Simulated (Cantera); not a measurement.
**Chlorosilane synthesis and conversion: SiCl4 + H2**

Feed: 1 mol SiCl4, 6.5 mol H2, at 6.90 bar.

Cantera equilibrium calculation (NASA polynomials, part measured and part estimated; ideal gas, pure solids and liquids). Candidate condensed phases: Si; 19 gas species. The tables' values for SiCl3 are old estimates; treat these amounts as uncertain. The numbers say what is thermodynamically allowed, not how fast it happens.

```tsv
T (K)	log p H2	log p SiCl4	log p HCl	log p SiHCl3	log p SiH2Cl2	log p SiCl3	log p SiCl2	log p SiH3Cl
848	0.77	-0.08	-1.05	-1.05	-3.09	-4.20	-6.47	-5.74
873	0.77	-0.09	-0.99	-1.00	-2.95	-3.96	-6.06	-5.52
898	0.77	-0.09	-0.93	-0.95	-2.82	-3.73	-5.67	-5.31
923	0.77	-0.10	-0.88	-0.90	-2.70	-3.51	-5.31	-5.12
948	0.77	-0.11	-0.84	-0.85	-2.59	-3.30	-4.97	-4.93
973	0.76	-0.12	-0.79	-0.81	-2.49	-3.11	-4.64	-4.76
998	0.76	-0.13	-0.75	-0.77	-2.39	-2.93	-4.34	-4.60
1023	0.76	-0.14	-0.71	-0.74	-2.29	-2.75	-4.04	-4.44
1048	0.76	-0.15	-0.67	-0.70	-2.21	-2.59	-3.77	-4.29
1073	0.76	-0.16	-0.64	-0.67	-2.12	-2.43	-3.51	-4.15
1098	0.76	-0.17	-0.60	-0.65	-2.05	-2.29	-3.26	-4.02
1123	0.76	-0.18	-0.57	-0.62	-1.97	-2.15	-3.02	-3.90
1148	0.76	-0.19	-0.54	-0.60	-1.91	-2.02	-2.80	-3.78
```
log p: log10 of the partial pressure in bar; nothing condenses.

From 848 K to 1148 K nothing is condensed. The main Si-bearing gas is SiCl4 throughout.
